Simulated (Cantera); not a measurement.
What does this Cantera script print?

```python
import numpy as np
import cantera as ct

gas = ct.Solution("gri30.yaml")
gas.TPX = 998, 29000, {'CO': 0.012, 'O2': 0.019, 'H2O': 0.00012, 'N2': 1}
inlet = ct.Reservoir(gas, clone=True)

reactor = ct.IdealGasConstPressureReactor(gas, energy="off", clone=False)
exhaust = ct.Reservoir(gas, clone=True)
tau = [28, 5.3, 0.97, 0.18, 0.033, 0.0062, 0.0011][0]
for a, b in ((inlet, reactor), (reactor, exhaust)):
    ct.MassFlowController(a, b, mdot=lambda t: reactor.mass / tau)
net = ct.ReactorNet([reactor])
show = ['CO', 'O2', 'H2O', 'H2O2', 'NO2']

rows = []
print(f"{'tau/s':>10s}{'T/K':>9s}" + "".join(f"{s:>11s}" for s in show))
for tau in [28, 5.3, 0.97, 0.18, 0.033, 0.0062, 0.0011]:
    net.initial_time = 0.0
    net.advance(30 * tau)
    before = gas.X
    net.advance(40 * tau)
    drift = np.max(np.abs(gas.X - before) / (gas.X + 1e-9))
    rows.append([gas.T, *gas[show].X, drift])
    print(f"{tau:10.3e}{gas.T:9.1f}" + "".join(f"{x:11.3e}" for x in gas[show].X))
```

Result:

```
     tau/s      T/K         CO         O2        H2O       H2O2        NO2
 2.800e+01    998.0  7.472e-04  1.304e-02  1.160e-04  2.547e-09  2.508e-09
 5.300e+00    998.0  2.160e-03  1.373e-02  1.147e-04  3.021e-09  7.482e-10
 9.700e-01    998.0  5.491e-03  1.536e-02  1.124e-04  2.880e-09  2.126e-10
 1.800e-01    998.0  9.697e-03  1.742e-02  1.117e-04  2.579e-09  3.515e-11
 3.300e-02    998.0  1.164e-02  1.843e-02  1.164e-04  1.406e-15  5.825e-23
 6.200e-03    998.0  1.164e-02  1.843e-02  1.164e-04  3.492e-18  2.140e-26
 1.100e-03    998.0  1.164e-02  1.843e-02  1.164e-04  1.179e-20  1.869e-29
```

Cantera simulation using GRI-Mech 3.0 (53 species, 325 reactions); the numbers are that mechanism's predictions, not measurements.
